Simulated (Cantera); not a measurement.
A closed system holds: 1 mol CH₄, 10 mol H₂, equilibrated at 0.220 bar.

Equilibrium computed with Cantera from the NASA thermochemical tables; the gas is ideal and each condensed phase is pure. Candidate condensed phases: C, C₆H₆, C₇H₈, C₈H₁₈; 86 gas species. Ions and electrons are included (thermal ionisation). Kinetics and transport are ignored. All values below are at 3750 K.

Base state: H 0.824, H₂ 0.149, C 0.0127, C₃ 0.00517, C₂H 0.00399, C₂ 0.00326, C₂H₂ (acetylene) 0.00181, CH 0.000387 (mole fractions); condensed: gas only.

**Question.** What changes in the equilibrium state with this change: pressure from 0.220 bar to 1.33 mbar?

**Answer.** 
```json
[
 {"species": "H", "before": "0.824", "after": "0.959"},
 {"species": "C", "before": "0.0127", "after": "0.0396"},
 {"species": "H₂", "before": "0.149", "after": "0.00122"},
 {"species": "C₂H₂ (acetylene)", "before": "0.00181", "after": "5.27e-9"},
 {"species": "C₂H₂ (vinylidene)", "before": "2.23e-5", "after": "<1e-9"},
 {"species": "C₅", "before": "2.01e-5", "after": "<1e-9"},
 {"species": "C₄", "before": "1.84e-5", "after": "<1e-9"},
 {"species": "CH₂", "before": "3.89e-5", "after": "6.02e-9"}
]
```
